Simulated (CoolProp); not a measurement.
Vapour pressure (MPa) of ethylene: the reference equation beside estimates from Tc = 282.4 K, pc = 5.042 MPa, ω = 0.087. Clausius-Clapeyron is anchored at 184.2 K with a constant enthalpy of vaporisation of 12.90 kJ/mol.

Computed with CoolProp (reference Helmholtz-energy equation of state, Smukala 2000).

| T (K) | reference | Lee-Kesler | Clausius-Clapeyron | van der Waals | Redlich-Kwong | Soave-Redlich-Kwong | Peng-Robinson |
|---|---|---|---|---|---|---|---|
| 184.2 | 0.2245 | 0.2238 | 0.2245 | 0.6985 | 0.2362 | 0.2234 | 0.2256 |
| 193 | 0.3381 | 0.3378 | 0.3296 | 0.8942 | 0.3595 | 0.3374 | ___ |
| 201.8 | 0.4900 | ___ | 0.4680 | 1.123 | 0.5242 | 0.4906 | 0.4900 |
| 210.6 | 0.6874 | 0.6882 | 0.6453 | 1.387 | 0.7369 | 0.6901 | ___ |
| 219.4 | 0.9375 | 0.9386 | 0.8671 | 1.687 | 1.004 | 0.9437 | 0.9370 |
| 228.3 | 1.252 | 1.253 | 1.142 | 2.030 | 1.337 | 1.263 | 1.252 |
| 237.1 | 1.631 | 1.631 | 1.470 | 2.410 | 1.733 | 1.649 | 1.634 |
| 245.9 | 2.088 | 2.086 | ___ | 2.830 | 2.203 | 2.113 | ___ |
| 254.7 | 2.631 | 2.627 | 2.310 | ___ | 2.751 | 2.663 | 2.642 |

### Question
Some entries are withheld; supply them.

### Answer

- 193, Peng-Robinson: 0.3387
- 201.8, Lee-Kesler: 0.4903
- 210.6, Peng-Robinson: 0.6869
- 245.9, Clausius-Clapeyron: 1.858
- 245.9, Peng-Robinson: 2.094
- 254.7, van der Waals: 3.294

Absolute difference from the reference over all 9 rows, mean and median: Lee-Kesler 0.1 and 0.1 %, Clausius-Clapeyron 6.9 and 7.5 %, van der Waals 95.2 and 79.9 %, Redlich-Kwong 6.2 and 6.3 %, Soave-Redlich-Kwong 0.7 and 0.7 %, Peng-Robinson 0.2 and 0.2 %.
